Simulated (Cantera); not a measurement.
Input: 1 mol SrCl2, 1.5 mol O2, 0.69 mol H2, 1.6 mol HCl, at 1325 K and 13300 Pa.

Method: chemical equilibrium by Gibbs-energy minimisation in Cantera with the NASA 1993 tables (ideal gas, pure condensed phases). Candidate condensed phases: H2O, Sr, SrCl2, SrO, Sr(OH)2; 20 gas species. Condensed phases not in the tables: oxide chlorides. Rates play no part.

Base state: HCl 0.440, O2 0.330, H2O 0.214, Cl2 0.0111, Cl 0.00446, SrCl2 0.000154, OH 3.78e-5, ClO 2.95e-5 (mole fractions); condensed: SrCl2(l).

**Question.** What changes in the equilibrium state with this change: HCl from 1.6 to 0.017 mol?

**Answer.** 
| species | before | after |
|---|---|---|
| O2 | 0.330 | 0.620 |
| H2O | 0.214 | 0.371 |
| HCl | 0.440 | 0.00904 |
| Cl2 | 0.0111 | 3.72e-6 |
| SrCl2 | 0.000154 | 0.000154 |
| Cl | 0.00446 | 8.16e-5 |
| ClO | 2.95e-5 | 7.41e-7 |
| HOCl | 2.46e-5 | 6.92e-7 |
| OH | 3.78e-5 | 5.82e-5 |
| SrCl2(l), mol | 0.999 | 1.000 |
